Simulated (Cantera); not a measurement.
An isothermal, constant-pressure homogeneous reactor starts with 38.5 % NO, 61.5 % N2, at 1898 K and 24.0 Torr.

Computed with Cantera and GRI-Mech 3.0 (53 species, 325 reactions). Radical loss at walls, strong at low pressure, is not modelled.

Task: Predict: x(NO) at 40.0 s; x(N2O) at 40.0 s; x(O) at 40.0 s; x(O2) at 40.0 s; x(NO2) at 40.0 s; x(N2) at 40.0 s.

Result: 
```json
{
  "x(NO) at 40.0 s": "0.107 (gas-phase equilibrium 0.00549)",
  "x(N2O) at 40.0 s": "3.45e-6 (gas-phase equilibrium 5.63e-8)",
  "x(O) at 40.0 s": "0.000622 (gas-phase equilibrium 0.000717)",
  "x(O2) at 40.0 s": "0.139 (gas-phase equilibrium 0.189)",
  "x(NO2) at 40.0 s": "3.18e-5 (gas-phase equilibrium 1.92e-6)",
  "x(N2) at 40.0 s": "0.754 (gas-phase equilibrium 0.805)"
}
```
